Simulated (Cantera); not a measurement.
A freely propagating, adiabatic, planar premixed flame of 55.3 % H2, 10.6 % O2, 34.0 % N2, equivalence ratio 2.6, unburnt at 300 K and 1.00 bar; multicomponent transport, grid criteria slope 0.08 and curve 0.16, no radiation.

Model: the H2/O2 subset of GRI-Mech 3.0, which has no nitrogen chemistry, integrated in Cantera. Burning velocities carry a grid error of a few per cent, more on coarse grids.

### Question
Predict: laminar burning velocity; thermal thickness; peak x(H2O2); peak x(HO2); peak x(H).

### Answer
| Quantity | Result |
|---|---|
| laminar burning velocity | 291 cm/s |
| thermal thickness | 0.353 mm |
| peak x(H2O2) | 8.77e-5 |
| peak x(HO2) | 0.000449 |
| peak x(H) | 0.0635 |
